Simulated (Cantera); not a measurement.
# Pyrogenic steam for wet oxidation

An isothermal, constant-pressure homogeneous reactor starts with 26.2 % H₂, 16.4 % O₂, 57.4 % N₂, equivalence ratio 0.80, at 975 K and 100000 Pa.

Detailed kinetics in Cantera: GRI-Mech 3.0 (53 species, 325 reactions). The temperature is held fixed by assumption; the heat of reaction is taken as removed at once.

```json
[
 {"t (s)": "0.000700", "x H₂": "0.186", "x O₂": "0.127", "x H₂O": "0.0858", "x OH": "0.000349", "x H₂O₂": "6.47e-6"},
 {"t (s)": "0.00128", "x H₂": "0.148", "x O₂": "0.109", "x H₂O": "0.132", "x OH": "4.83e-8", "x H₂O₂": "0.000112"},
 {"t (s)": "0.00235", "x H₂": "0.148", "x O₂": "0.109", "x H₂O": "0.132", "x OH": "4.49e-8", "x H₂O₂": "0.000140"},
 {"t (s)": "0.00430", "x H₂": "0.147", "x O₂": "0.109", "x H₂O": "0.132", "x OH": "5.55e-8", "x H₂O₂": "0.000171"},
 {"t (s)": "0.00788", "x H₂": "0.147", "x O₂": "0.108", "x H₂O": "0.133", "x OH": "7.97e-8", "x H₂O₂": "0.000233"},
 {"t (s)": "0.0144", "x H₂": "0.145", "x O₂": "0.107", "x H₂O": "0.134", "x OH": "1.32e-7", "x H₂O₂": "0.000358"},
 {"t (s)": "0.0265", "x H₂": "0.141", "x O₂": "0.105", "x H₂O": "0.139", "x OH": "2.12e-7", "x H₂O₂": "0.000532"},
 {"t (s)": "0.0485", "x H₂": "0.130", "x O₂": "0.100", "x H₂O": "0.151", "x OH": "2.52e-7", "x H₂O₂": "0.000604"},
 {"t (s)": "0.0888", "x H₂": "0.113", "x O₂": "0.0917", "x H₂O": "0.172", "x OH": "2.43e-7", "x H₂O₂": "0.000545"},
 {"t (s)": "0.163", "x H₂": "0.0877", "x O₂": "0.0797", "x H₂O": "0.201", "x OH": "2.27e-7", "x H₂O₂": "0.000431"},
 {"t (s)": "0.298", "x H₂": "0.0568", "x O₂": "0.0649", "x H₂O": "0.236", "x OH": "2.16e-7", "x H₂O₂": "0.000287"},
 {"t (s)": "0.546", "x H₂": "0.0261", "x O₂": "0.0502", "x H₂O": "0.272", "x OH": "2.14e-7", "x H₂O₂": "0.000145"},
 {"t (s)": "1.00", "x H₂": "0.00640", "x O₂": "0.0408", "x H₂O": "0.294", "x OH": "2.05e-7", "x H₂O₂": "4.00e-5"}
]
```
x: mole fraction; the columns are a selection and need not sum to one.

Equilibrium at this temperature and pressure: H₂ 6.37e-11, O₂ 0.0377, H₂O 0.302, OH 7.90e-8, H₂O₂ 1.19e-10 (gas phase only).
